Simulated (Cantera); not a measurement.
Mixture: CO : H2 : O2 : N2 = 1 : 1.3 : 1.77 : 6.37 (molar parts), at 9750 Torr, adiabatic and at constant volume. Ignition delay is the time to a rise of 400 K.

Detailed kinetics in Cantera: GRI-Mech 3.0 (53 species, 325 reactions). The hydrogen kinetics of GRI-Mech 3.0 are dated; newer H2 mechanisms differ, most at raised pressure. The pressure lies above the range GRI-Mech 3.0 was tuned for (to about 10 atm).

At T0 = 1325 K, what is the delay, and which 7 reactions control it most (d ln τ / d ln k, from doubling and halving each rate constant)?

The delay is 4.33 µs.
```json
[
 {"reaction": "H + O2 <=> O + OH", "d ln τ / d ln k": "-1.48", "faster rate": "shortens it"},
 {"reaction": "H + O2 + N2 <=> HO2 + N2", "d ln τ / d ln k": "0.70", "faster rate": "lengthens it"},
 {"reaction": "H + O2 + M <=> HO2 + M", "d ln τ / d ln k": "0.37", "faster rate": "lengthens it"},
 {"reaction": "H2 + O <=> H + OH", "d ln τ / d ln k": "-0.28", "faster rate": "shortens it"},
 {"reaction": "H + O2 + O2 <=> HO2 + O2", "d ln τ / d ln k": "0.15", "faster rate": "lengthens it"},
 {"reaction": "H2 + OH <=> H + H2O", "d ln τ / d ln k": "-0.14", "faster rate": "shortens it"},
 {"reaction": "H + HO2 <=> 2 OH", "d ln τ / d ln k": "-0.11", "faster rate": "shortens it"}
]
```
